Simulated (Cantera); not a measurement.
Moist CO burnout

An isothermal, constant-pressure homogeneous reactor starts with 0.109 % CO, 0.605 % O2, 0.0278 % H2O, 99.3 % N2, equivalence ratio 0.090, at 1225 K and 1.10 bar.

Computed with Cantera and GRI-Mech 3.0 (53 species, 325 reactions).

```
t (s)         x CO     x O2     x H2O    x H2O2       x H     x N2O
--------  --------  -------  --------  --------  --------  --------
2.00e-5    0.00109  0.00605  0.000278    <1e-12    <1e-12    <1e-12
5.44e-5    0.00109  0.00605  0.000278    <1e-12    <1e-12    <1e-12
0.000148   0.00109  0.00605  0.000278    <1e-12    <1e-12    <1e-12
0.000403   0.00109  0.00605  0.000278    <1e-12    <1e-12    <1e-12
0.00110    0.00109  0.00605  0.000278    <1e-12  5.46e-12    <1e-12
0.00299    0.00109  0.00605  0.000278    <1e-12  3.74e-11  1.52e-12
0.00813    0.00109  0.00605  0.000278    <1e-12  4.10e-10  2.05e-11
0.0221     0.00109  0.00605  0.000278  1.78e-10   6.85e-8   3.18e-9
0.0602    0.000580  0.00578  0.000272   3.85e-9   2.23e-6   5.61e-7
0.164     0.000137  0.00557  0.000276   1.15e-9   2.98e-7   1.07e-6
0.446      2.11e-5  0.00552  0.000277  2.19e-10   2.41e-8   1.18e-6
1.21       2.14e-6  0.00551  0.000278  3.94e-11   1.57e-9   9.05e-7
3.31       1.29e-7  0.00551  0.000278  9.14e-12  1.42e-10   3.59e-7
9.00       4.53e-9  0.00551  0.000278  2.30e-12  1.69e-11   3.67e-8
```
x: mole fraction; the columns are a selection and need not sum to one.

Equilibrium at this temperature and pressure: CO 4.39e-10, O2 0.00549, H2O 0.000278, H2O2 <1e-12, H 2.61e-12, N2O 3.50e-9 (gas phase only).
